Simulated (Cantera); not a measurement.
Input: 1 mol B, 1.7 mol N2, 11 mol H2, equilibrated at 1.00 Torr.

Cantera equilibrium calculation (NASA polynomials, part measured and part estimated; ideal gas, pure solids and liquids). Candidate condensed phases: B, BN; 15 gas species. N2 is the only nitrogen source here; it is nearly inert below about 1500 K, so the nitride shown seldom forms there in practice. Kinetics and transport are ignored.

Question: Which condensed phases are stable at each of these points (T (°C)): 502, 702, 902, 1102, 1302, 1502, 1702, 1902, 2102?

Answer: 
```json
[
 {"T (°C)": "502", "condensed phases": "BN(s)", "B condensed (%)": "100.0"},
 {"T (°C)": "702", "condensed phases": "BN(s)", "B condensed (%)": "100.0"},
 {"T (°C)": "902", "condensed phases": "BN(s)", "B condensed (%)": "100.0"},
 {"T (°C)": "1102", "condensed phases": "BN(s)", "B condensed (%)": "100.0"},
 {"T (°C)": "1302", "condensed phases": "BN(s)", "B condensed (%)": "100.0"},
 {"T (°C)": "1502", "condensed phases": "BN(s)", "B condensed (%)": "100.0"},
 {"T (°C)": "1702", "condensed phases": "BN(s)", "B condensed (%)": "99.6"},
 {"T (°C)": "1902", "condensed phases": "B(s)", "B condensed (%)": "96.7"},
 {"T (°C)": "2102", "condensed phases": "B(l)", "B condensed (%)": "68.9"}
]
```

From 502 °C to 1702 °C the condensed part is BN(s). At 1902 °C the condensed part is B(s). At 2102 °C the condensed part is B(l).
